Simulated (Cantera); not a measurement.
Hydrogen reduction and annealing atmospheres: Nb2O5 + H2 + H2O

A closed system holds: 1 mol Nb2O5, 14 mol H2, 0.098 mol H2O, at 1.33 mbar.

Equilibrium computed with Cantera from the NASA thermochemical tables; the gas is ideal and each condensed phase is pure. Candidate condensed phases: H2O, Nb, NbO, NbO2, Nb2O5; 12 gas species. Mutual solubility and eutectic melting of coexisting phases are not modelled. Condensed phases not in the tables: the oxides between NbO2 and Nb2O5. Equilibrium is a limit: real reactors are often held back by kinetics, nucleation or transport.

```tsv
T (K)	log p H2	log p H2O	log p H	log p OH	n NbO2(s)	n Nb2O5(s)
1075	-2.88	-4.91	-9.27	-13.73	0.0635	0.968
1125	-2.88	-4.76	-8.79	-12.96	0.170	0.915
1175	-2.88	-4.62	-8.35	-12.25	0.311	0.844
1225	-2.89	-4.49	-7.95	-11.59	0.490	0.755
1275	-2.89	-4.37	-7.58	-10.99	0.709	0.645
1325	-2.89	-4.26	-7.23	-10.43	0.971	0.515
1375	-2.90	-4.16	-6.91	-9.92	1.28	0.362
1425	-2.90	-4.06	-6.62	-9.44	1.63	0.187
1475	-2.91	-3.98	-6.34	-9.00	2.00	0
1525	-2.91	-3.98	-6.08	-8.66	2.00	0
1575	-2.91	-3.98	-5.84	-8.35	2.00	0
```
log p: log10 of the partial pressure in bar; n: condensed amount in mol.

From 1075 K to 1425 K the condensed part is NbO2(s) + Nb2O5(s). From 1475 K to 1575 K the condensed part is NbO2(s).
